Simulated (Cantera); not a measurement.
A closed system holds: 1 mol SiCl4, 0.0062 mol Cl2, 10 mol H2, at 800 °C and 1000 Pa.

Method: chemical equilibrium by Gibbs-energy minimisation in Cantera with the NASA 1993 tables (ideal gas, pure condensed phases). Candidate condensed phases: Si; 19 gas species. The tables' values for SiCl3 are old estimates; treat these amounts as uncertain. Rates play no part.

Base state: H2 0.861, SiCl4 0.0599, HCl 0.0555, SiHCl3 0.0114, SiCl2 0.00697, SiCl3 0.00511, SiH2Cl2 0.000252 (mole fractions); condensed: Si(s).

Problem. What changes in the equilibrium state with this change: pressure from 1000 Pa to 24000 Pa?

Solution. 
```csv
species,before,after
H2,0.861,0.879
SiCl4,0.0599,0.0637
HCl,0.0555,0.0301
SiHCl3,0.0114,0.0228
SiH3Cl,1.47e-6,1.05e-5
SiCl2,0.00697,0.00108
SiH2Cl2,0.000252,0.000953
SiCl3,0.00511,0.00207
"Si(s), mol",0.0657,0
```

Problem. What changes in the equilibrium state with this change: Cl2 from 0.0062 to 0.71 mol?

Solution. 
| species | before | after |
|---|---|---|
| H2 | 0.861 | 0.783 |
| HCl | 0.0555 | 0.132 |
| SiCl4 | 0.0599 | 0.0756 |
| SiHCl3 | 0.0114 | 0.00550 |
| SiH2Cl2 | 0.000252 | 4.66e-5 |
| SiCl2 | 0.00697 | 0.00142 |
| Si(s), mol | 0.0657 | 0 |
